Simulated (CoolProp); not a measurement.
Model: reference Helmholtz-energy equation of state, Lemmon and Jacobsen 2000, in CoolProp.

Question: For R143a, give the phase and the Z, Joule-Thomson coefficient (K/MPa), conductivity (mW/(m K)) at -55.05 °C and 0.157 MPa; -55.05 °C and 1.88 MPa.

Answer: 
- -55.05 °C and 0.157 MPa: liquid; Z 0.00613, Joule-Thomson coefficient -0.328, conductivity 105
- -55.05 °C and 1.88 MPa: liquid; Z 0.0731, Joule-Thomson coefficient -0.335, conductivity 106

Thermal conductivity comes from a separate model (McLinden 2000), an estimate that may be off by 10 % or more.
